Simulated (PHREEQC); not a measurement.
## Acid rinse or clean (model solution)

Consider water at 20 °C with 11 mmol/kgw HNO3, 8.5 mmol/kgw NaCl and 1.8 mmol/kgw MgCl2. Closed to the air; pH follows from the charge balance.

Model: ion-association model, phreeqc.dat, run in PHREEQC.

Each row changes one thing in this solution. No solid was allowed to form.

| case | pH | SI of Halite (NaCl) |
|---|---|---|
| as made | 2.01 | -5.68 |
| NaCl from 0.0085 to 0.00425 mol/kgw | 2.01 | -6.16 |
| 0.01 mol/kgw HBr added | 1.74 | -5.70 |
| temperature from 20 to 80 °C | 2.02 | -5.74 |
| NaCl from 0.0085 to 0.0128 mol/kgw | 2.02 | -5.38 |
| MgCl2 left out | 2.01 | -5.83 |
| 0.0086 mol/kgw KCl added | 2.02 | -5.47 |
| diluted 2-fold with water | 2.30 | -6.25 |

Species that the database lacks are ignored. Away from 25 °C the constants follow the database's enthalpies or fits; those with neither stay at their 25 °C values.
